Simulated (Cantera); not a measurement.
Feed: 1 mol HBr, 2.4 mol O2, 7.1 mol H2, at 525 Torr.

These are equilibrium values from Cantera (NASA tables, ideal gas, pure condensed phases), not measurements of a reactor. Candidate condensed phases: Br2, H2O; 12 gas species. Kinetics and transport are ignored. All values below are at 750 °C.

Base state: H2O 0.593, H2 0.284, HBr 0.123 (mole fractions); condensed: gas only.

Question: What changes in the equilibrium state with this change: HBr replaced by PH3?

Answer: 
```tsv
species	before	after
H2	0.284	0.710
H2O	0.593	0.262
P4O10	0	0.0281
HBr	0.123	0
P2	0	0.000159
P4	0	8.20e-5
PH3	0	5.51e-5
```
Gases not in the tables: HPO2, HPO3 and P4O6. Further candidate phases: P, P4O10.

Question: What changes in the equilibrium state with this change: H2 from 7.1 to 1.2 mol?

Answer: 
| species | before | after |
|---|---|---|
| H2O | 0.593 | 0.449 |
| O2 | <1e-9 | 0.413 |
| Br2 | 3.24e-8 | 0.129 |
| H2 | 0.284 | <1e-9 |
| HBr | 0.123 | 0.00551 |
| Br | 1.61e-6 | 0.00320 |
